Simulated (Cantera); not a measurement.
Feed: 1 mol SiO2, 0.39 mol MgO, 14 mol H2, held at 2375 K and 0.0133 bar.

Cantera equilibrium calculation (NASA polynomials, part measured and part estimated; ideal gas, pure solids and liquids). Candidate condensed phases: H2O, Mg, MgO, Mg(OH)2, MgSiO3, Mg2SiO4, Si, SiO2; 24 gas species. The tables' values for MgH, SiO2 are old estimates; treat these amounts as uncertain. The numbers say what is thermodynamically allowed, not how fast it happens.

Base state: H2 0.725, H 0.104, H2O 0.0830, SiO 0.0615, Mg 0.0238, OH 0.00212, O 0.000205, MgOH 9.78e-5 (mole fractions); condensed: gas only.

**Question.** What changes in the equilibrium state with this change: pressure from 0.0133 bar to 0.0900 bar?

**Answer.** 
```csv
species,before,after
H2,0.725,0.782
H2O,0.0830,0.0872
SiO,0.0615,0.0636
H,0.104,0.0416
Mg,0.0238,0.0244
O,0.000205,2.95e-5
MgH,4.42e-5,0.000122
MgOH,9.78e-5,0.000263
OH,0.00212,0.000826
SiO2,4.22e-5,4.25e-5
```

**Question.** What changes in the equilibrium state with this change: pressure from 0.0133 bar to 0.130 bar?

**Answer.** 
| species | before | after |
|---|---|---|
| H2 | 0.725 | 0.788 |
| H2O | 0.0830 | 0.0876 |
| SiO | 0.0615 | 0.0638 |
| H | 0.104 | 0.0347 |
| Mg | 0.0238 | 0.0244 |
| Mg(OH)2 | 1.09e-6 | 1.12e-5 |
| O | 0.000205 | 2.04e-5 |
